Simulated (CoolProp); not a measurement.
Computed with CoolProp (reference Helmholtz-energy equation of state, de Reuck 1993).

For methanol, give the phase and the Z, Joule-Thomson coefficient (K/MPa), isothermal compressibility (1/MPa), conductivity (mW/(m K)) at 620 K and 3080 kPa.


- 620 K and 3080 kPa: gas; Z 0.935, Joule-Thomson coefficient 3.99, isothermal compressibility 0.348, conductivity 60.8

Thermal conductivity comes from a separate model (Sykioti 2013).
